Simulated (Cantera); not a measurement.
Charge: 1 mol borazine, 0.8 mol H₂O, 39 mol N₂, held at 0.000440 bar.

Method: chemical equilibrium by Gibbs-energy minimisation in Cantera with the NASA 1993 tables (ideal gas, pure condensed phases). Candidate condensed phases: B, BN, B₂O₃, B₃O₃H₃, H₂O; 39 gas species. The feed counts by its element totals alone. Mutual solubility and eutectic melting of coexisting phases are not modelled. Rates play no part.

Over these rows the condensed part is BN(s) + B₂O₃(l). Partial pressures as log10 of bar:

```json
[
 {"T (K)": "1048", "1000/T (1/K)": "0.9542", "log p HBO₂": "-7.95", "log p N₂": "-3.40", "log p H₂": "-4.41"},
 {"T (K)": "1098", "1000/T (1/K)": "0.9107", "log p HBO₂": "-7.56", "log p N₂": "-3.40", "log p H₂": "-4.41"},
 {"T (K)": "1148", "1000/T (1/K)": "0.8711", "log p HBO₂": "?", "log p N₂": "-3.40", "log p H₂": "-4.41"},
 {"T (K)": "1198", "1000/T (1/K)": "0.8347", "log p HBO₂": "-6.89", "log p N₂": "-3.40", "log p H₂": "-4.41"},
 {"T (K)": "1248", "1000/T (1/K)": "0.8013", "log p HBO₂": "-6.60", "log p N₂": "-3.40", "log p H₂": "-4.41"},
 {"T (K)": "1298", "1000/T (1/K)": "0.7704", "log p HBO₂": "-6.33", "log p N₂": "-3.40", "log p H₂": "-4.41"}
]
```

Q: Fit log p(HBO₂) = a + b·(1000/T) to the five rows, give the apparent enthalpy, and predict the row at 1148 K.

A: Means: 1000/T = 0.8543, log p = -7.066. Sxy = -0.206071, Sxx = 0.0233933, so b = -8.81 and a = -7.066 − (-8.81)×0.8543 = 0.46.
Apparent enthalpy: −19.145 × (-8.81) = 169 kJ/mol. With the condensed phases at unit activity, 2/3 B₂O₃(l) + 1/6 N₂(g) + 1/2 H₂(g) = HBO₂(g) + 1/3 BN(s) links this pressure to the main gases: over the six rows their terms move log p by +0.00 in all, so the slope is close to that reaction's ΔH°. The five rows lie within 0.01 of the line.
Prediction at 1148 K: 0.46 + (-8.81)×0.8711 = -7.21. The computed value is -7.21, 0.00 from the line.
